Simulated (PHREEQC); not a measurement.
Synthetic water in mg/L, 71 °C, pH 3.14, pe 10.2:

```tsv
constituent	mg/L
Na	128
K	94.9
Ca	181
Mg	38.4
Cl	166
S(6) as SO4	1160
Cu(2)	0.204
Zn	1.5
Mn(2)	0.491
Li	0.915
Al	0.141
Fe(3)	172
```

Valence states are taken as typed.

All values are PHREEQC results (ion-association model, phreeqc.dat), not measurements.

Each row changes one thing in this solution. This is a speciation only: nothing precipitates in the calculation.

```
case                                               ionic strength (mol/kgw)  CaSO4 (mol/kgw)  Fe(OH)2+ (mol/kgw)  FeOH+2 (mol/kgw)  HSO4- (mol/kgw)  MgSO4 (mol/kgw)  SI of Gypsum (CaSO4:2H2O)  SI of Gibbsite (Al(OH)3)
-------------------------------------------------  ------------------------  ---------------  ------------------  ----------------  ---------------  ---------------  -------------------------  ------------------------
as made                                                              0.0340          0.00137             0.00125           0.00104          0.00101         0.000869                      -0.54                     -3.24
temperature from 71 to 40 °C at the same typed pH                         …                …            0.000407                 …                …         0.000640                      -0.59                     -4.55
Zn from 1.5 to 4.5 mg/L                                              0.0341          0.00137             0.00125           0.00104          0.00101         0.000868                      -0.54                     -3.24
```

### Question
What belongs in the gaps?

### Answer

- temperature from 71 to 40 °C at the same typed pH, ionic strength (mol/kgw): 0.0346
- temperature from 71 to 40 °C at the same typed pH, CaSO4 (mol/kgw): 0.00127
- temperature from 71 to 40 °C at the same typed pH, FeOH+2 (mol/kgw): 0.000870
- temperature from 71 to 40 °C at the same typed pH, HSO4- (mol/kgw): 0.000462

Complexes and solids missing from the database can't appear. Some of these states are supersaturated (in Jarosite-K, Hematite (slow to form), for instance). Away from 25 °C the constants follow the database's enthalpies or fits; those with neither stay at their 25 °C values.
